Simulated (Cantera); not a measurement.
## Formation from one mole of O2

Standard-state values (1 bar) from the NASA 1993 polynomials, evaluated with Cantera. Values are per mole of reaction as written; species without (g) are pure solids or liquids, kept so even where they would boil at 1 bar.

C + O2(g) ⇌ CO2(g)

```json
[
 {"T (K)": "300", "ΔH° (kJ)": "-393.5", "ΔS° (J/K)": "2.9", "ΔG° (kJ)": "-394.4", "log10 K": "68.67"},
 {"T (K)": "1823", "ΔH° (kJ)": "-396.4", "ΔS° (J/K)": "0.0", "ΔG° (kJ)": "-396.3", "log10 K": "11.36"},
 {"T (K)": "1923", "ΔH° (kJ)": "-396.6", "ΔS° (J/K)": "-0.2", "ΔG° (kJ)": "-396.3", "log10 K": "10.76"},
 {"T (K)": "2023", "ΔH° (kJ)": "-396.9", "ΔS° (J/K)": "-0.3", "ΔG° (kJ)": "-396.3", "log10 K": "10.23"},
 {"T (K)": "2123", "ΔH° (kJ)": "-397.2", "ΔS° (J/K)": "-0.4", "ΔG° (kJ)": "-396.2", "log10 K": "9.75"},
 {"T (K)": "2223", "ΔH° (kJ)": "-397.4", "ΔS° (J/K)": "-0.6", "ΔG° (kJ)": "-396.2", "log10 K": "9.31"},
 {"T (K)": "2323", "ΔH° (kJ)": "-397.7", "ΔS° (J/K)": "-0.7", "ΔG° (kJ)": "-396.1", "log10 K": "8.91"},
 {"T (K)": "2423", "ΔH° (kJ)": "-398.0", "ΔS° (J/K)": "-0.8", "ΔG° (kJ)": "-396.0", "log10 K": "8.54"},
 {"T (K)": "2523", "ΔH° (kJ)": "-398.4", "ΔS° (J/K)": "-1.0", "ΔG° (kJ)": "-396.0", "log10 K": "8.20"},
 {"T (K)": "2623", "ΔH° (kJ)": "-398.7", "ΔS° (J/K)": "-1.1", "ΔG° (kJ)": "-395.9", "log10 K": "7.88"},
 {"T (K)": "2723", "ΔH° (kJ)": "-399.1", "ΔS° (J/K)": "-1.2", "ΔG° (kJ)": "-395.7", "log10 K": "7.59"},
 {"T (K)": "2823", "ΔH° (kJ)": "-399.5", "ΔS° (J/K)": "-1.4", "ΔG° (kJ)": "-395.6", "log10 K": "7.32"}
]
```

Nb + O2(g) ⇌ NbO2

| T (K) | ΔH° (kJ) | ΔS° (J/K) | ΔG° (kJ) | log10 K | condensed phases |
|---|---|---|---|---|---|
| 300 | -794.9 | -187.1 | -738.8 | 128.64 | Nb(s), NbO2(s) |
| 1823 | -765.6 | -156.6 | -480.1 | 13.76 | Nb(s), NbO2(s) |
| 1923 | -764.3 | -155.9 | -464.4 | 12.62 | Nb(s), NbO2(s) |
| 2023 | -763.1 | -155.3 | -448.9 | 11.59 | Nb(s), NbO2(s) |
| 2123 | -762.0 | -154.8 | -433.4 | 10.66 | Nb(s), NbO2(s) |
| 2223 | -668.4 | -111.8 | -420.0 | 9.87 | Nb(s), NbO2(l) |
| 2323 | -666.4 | -110.9 | -408.8 | 9.19 | Nb(s), NbO2(l) |
| 2423 | -664.6 | -110.1 | -397.8 | 8.57 | Nb(s), NbO2(l) |
| 2523 | -662.9 | -109.4 | -386.8 | 8.01 | Nb(s), NbO2(l) |
| 2623 | -661.4 | -108.8 | -375.9 | 7.49 | Nb(s), NbO2(l) |
| 2723 | -660.1 | -108.4 | -365.0 | 7.00 | Nb(s), NbO2(l) |
| 2823 | -685.1 | -117.5 | -353.5 | 6.54 | Nb(l), NbO2(l) |

0.6667 Cr + O2(g) ⇌ 0.6667 CrO3(g)

| T (K) | ΔH° (kJ) | ΔS° (J/K) | ΔG° (kJ) | log10 K | condensed phases |
|---|---|---|---|---|---|
| 300 | -195.3 | -43.5 | -182.2 | 31.73 | Cr(s) |
| 1823 | -204.7 | -52.6 | -108.8 | 3.12 | Cr(s) |
| 1923 | -206.3 | -53.5 | -103.5 | 2.81 | Cr(s) |
| 2023 | -208.0 | -54.3 | -98.1 | 2.53 | Cr(s) |
| 2123 | -210.0 | -55.3 | -92.6 | 2.28 | Cr(s) |
| 2223 | -224.7 | -62.2 | -86.5 | 2.03 | Cr(l) |
| 2323 | -225.6 | -62.6 | -80.2 | 1.80 | Cr(l) |
| 2423 | -226.6 | -63.0 | -74.0 | 1.59 | Cr(l) |
| 2523 | -227.7 | -63.4 | -67.6 | 1.40 | Cr(l) |
| 2623 | -228.7 | -63.8 | -61.3 | 1.22 | Cr(l) |
| 2723 | -229.7 | -64.2 | -54.9 | 1.05 | Cr(l) |
| 2823 | -230.8 | -64.6 | -48.4 | 0.90 | Cr(l) |

Ta + O2(g) ⇌ TaO2(g)

```csv
T (K),ΔH° (kJ),ΔS° (J/K),ΔG° (kJ),log10 K
300,-200.9,33.6,-210.9,36.73
1823,-213.0,19.5,-248.4,7.12
1923,-214.0,18.9,-250.4,6.80
2023,-215.1,18.3,-252.2,6.51
2123,-216.3,17.8,-254.0,6.25
2223,-217.5,17.2,-255.8,6.01
2323,-218.8,16.6,-257.5,5.79
2423,-220.2,16.1,-259.1,5.59
2523,-221.6,15.5,-260.7,5.40
2623,-223.2,14.9,-262.2,5.22
2723,-224.8,14.3,-263.7,5.06
2823,-226.6,13.6,-265.1,4.90
```
